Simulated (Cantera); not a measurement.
Input: 1 mol SiH4, a varied amount of NH3, 0.13 mol H2, at 875 K and 16.0 Pa.

Equilibrium computed with Cantera from the NASA thermochemical tables; the gas is ideal and each condensed phase is pure. Candidate condensed phases: Si, Si3N4; 18 gas species. Equilibrium is a limit: real reactors are often held back by kinetics, nucleation or transport.

Q: Which condensed phases are stable at each of these points (n(NH3) (mol)): 0.24, 0.41, 0.72, 1.3, 2.2, 3.9, 6.8, 12, 21, 37?

A: 
```tsv
n(NH3) (mol)	condensed phases	Si condensed (%)
0.24	Si(s) + Si3N4(s)	100.0
0.41	Si(s) + Si3N4(s)	100.0
0.72	Si(s) + Si3N4(s)	100.0
1.3	Si(s) + Si3N4(s)	100.0
2.2	Si3N4(s)	100.0
3.9	Si3N4(s)	100.0
6.8	Si3N4(s)	100.0
12	Si3N4(s)	100.0
21	Si3N4(s)	100.0
37	Si3N4(s)	100.0
```

From 0.24 mol NH3 to 1.3 mol NH3 the condensed part is Si(s) + Si3N4(s). From 2.2 mol NH3 to 37 mol NH3 the condensed part is Si3N4(s).
